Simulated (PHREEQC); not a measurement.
Model water analysis in mg/L, 25 °C, pH 6.5, pe -0.2:

| constituent | mg/L |
|---|---|
| Na | 150 |
| K | 34.9 |
| Ca | 63.5 |
| Mg | 48.2 |
| Cl | 97.8 |
| S(6) as SO4 | 415 |
| Alkalinity as HCO3 | 179 |
| Zn | 10.8 |
| Li | 0.0217 |

Na is adjusted to close the charge balance.
Valence states are taken as typed.

All values are PHREEQC results (ion-association model, wateq4f.dat), not measurements.

Precipitation was switched off in this run.

Task: Order these Mg species by the share of Mg that they hold, largest first: Mg+2, MgHCO3+, MgSO4.

Result: Mg+2 (76 %), MgSO4 (22 %), MgHCO3+ (1.5 %)

Task: Order these Zn species by the share of Zn that they hold, largest first: ZnSO4, Zn+2, Zn(SO4)2-2, ZnHCO3+, ZnCO3.

Result: Zn+2 (64 %), ZnSO4 (18 %), ZnHCO3+ (14 %), ZnCO3 (2.8 %), Zn(SO4)2-2 (0.53 %)

The pH is 6.50 and the ionic strength 0.0190 mol/kgw. The database's zinc carbonate complexes are estimates, stronger than later reviews accept.
